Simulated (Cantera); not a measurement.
An adiabatic, constant-volume homogeneous reactor starts with C3H8 : O2 : N2 = 1 : 9.26 : 34.8 (molar parts), equivalence ratio 0.54, at 1175 K and 1800000 Pa. Integrator tolerance rtol = 1e-08.

Computed with Cantera and GRI-Mech 3.0 (53 species, 325 reactions). GRI-Mech 3.0 was tuned for natural gas; its chemistry of propane as a main component is partial and can be far from experiment. The pressure lies above the range GRI-Mech 3.0 was tuned for (to about 10 atm).

What does this change do: pressure from 1800000 Pa to 270000 Pa?


```tsv
quantity	before	after
time of steepest temperature rise	1.42 ms	5.52 ms
temperature at 0.400 s	2555 K	2518 K
equilibrium temperature	2555 K	2518 K
x(C3H8) at 0.400 s	<1e-12 (gas-phase equilibrium <1e-12)	<1e-12 (gas-phase equilibrium <1e-12)
x(O2) at 0.400 s	0.0838 (gas-phase equilibrium 0.0838)	0.0842 (gas-phase equilibrium 0.0842)
x(O) at 0.400 s	0.000866 (gas-phase equilibrium 0.000866)	0.00189 (gas-phase equilibrium 0.00189)
x(NO2) at 0.400 s	5.23e-5 (gas-phase equilibrium 5.23e-5)	1.97e-5 (gas-phase equilibrium 1.97e-5)
x(H2O) at 0.400 s	0.0837 (gas-phase equilibrium 0.0837)	0.0820 (gas-phase equilibrium 0.0820)
x(CH4) at 0.400 s	<1e-12 (gas-phase equilibrium <1e-12)	<1e-12 (gas-phase equilibrium <1e-12)
```

What does this change do: pressure from 1800000 Pa to 2400000 Pa?


| quantity | before | after |
|---|---|---|
| time of steepest temperature rise | 1.42 ms | 1.12 ms |
| temperature at 0.400 s | 2555 K | 2559 K |
| equilibrium temperature | 2555 K | 2559 K |
| x(C3H8) at 0.400 s | <1e-12 (gas-phase equilibrium <1e-12) | <1e-12 (gas-phase equilibrium <1e-12) |
| x(O2) at 0.400 s | 0.0838 (gas-phase equilibrium 0.0838) | 0.0837 (gas-phase equilibrium 0.0837) |
| x(O) at 0.400 s | 0.000866 (gas-phase equilibrium 0.000866) | 0.000764 (gas-phase equilibrium 0.000764) |
| x(NO2) at 0.400 s | 5.23e-5 (gas-phase equilibrium 5.23e-5) | 6.05e-5 (gas-phase equilibrium 6.05e-5) |
| x(H2O) at 0.400 s | 0.0837 (gas-phase equilibrium 0.0837) | 0.0839 (gas-phase equilibrium 0.0839) |
| x(CH4) at 0.400 s | <1e-12 (gas-phase equilibrium <1e-12) | <1e-12 (gas-phase equilibrium <1e-12) |
